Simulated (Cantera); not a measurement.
An isothermal, constant-pressure homogeneous reactor starts with H2 : O2 : N2 = 1.2 : 1 : 15 (molar parts), at 1400 K and 113 Torr.

Cantera simulation using GRI-Mech 3.0 (53 species, 325 reactions); the numbers are that mechanism's predictions, not measurements. The temperature is held fixed by assumption; the heat of reaction is taken as removed at once.

x: mole fraction; the columns are a selection and need not sum to one.

| t (s) | x H2 | x O2 | x H2O | x H2O2 | x NO | x O |
|---|---|---|---|---|---|---|
| 0.000400 | 0.0151 | 0.0327 | 0.0387 | 2.37e-7 | 3.08e-7 | 0.00877 |
| 0.000970 | 0.00783 | 0.0282 | 0.0482 | 2.15e-7 | 5.40e-6 | 0.00936 |
| 0.00235 | 0.00630 | 0.0268 | 0.0555 | 2.29e-7 | 1.23e-5 | ? |
| 0.00570 | 0.00363 | 0.0252 | 0.0642 | 2.20e-7 | 1.72e-5 | ? |
| 0.0138 | 0.00117 | 0.0242 | 0.0700 | 1.48e-7 | 1.85e-5 | ? |
| 0.0335 | 0.000214 | 0.0240 | 0.0718 | 5.81e-8 | 1.87e-5 | ? |
| 0.0812 | 3.60e-5 | 0.0240 | 0.0721 | 1.70e-8 | 1.87e-5 | ? |
| 0.197 | 8.03e-6 | 0.0241 | 0.0722 | 5.15e-9 | 1.87e-5 | ? |
| 0.478 | 2.39e-6 | 0.0241 | 0.0723 | 1.80e-9 | 1.87e-5 | ? |
| 1.16 | 9.40e-7 | 0.0241 | 0.0723 | 7.82e-10 | 1.87e-5 | ? |
| 2.81 | 5.84e-7 | 0.0241 | 0.0723 | 5.14e-10 | 1.87e-5 | 4.08e-7 |
| 6.81 | 5.47e-7 | 0.0241 | 0.0723 | 4.86e-10 | 1.87e-5 | 3.82e-7 |
| 16.5 | 5.47e-7 | 0.0241 | 0.0723 | 4.86e-10 | 1.87e-5 | 3.82e-7 |
| 40.0 | 5.47e-7 | 0.0241 | 0.0723 | 4.86e-10 | 1.87e-5 | 3.82e-7 |

Q: Some entries are withheld; supply them.

A: 
- 0.00235, x O: 0.00625
- 0.00570, x O: 0.00292
- 0.0138, x O: 0.000827
- 0.0335, x O: 0.000146
- 0.0812, x O: 2.46e-5
- 0.197, x O: 5.54e-6
- 0.478, x O: 1.66e-6
- 1.16, x O: 6.57e-7
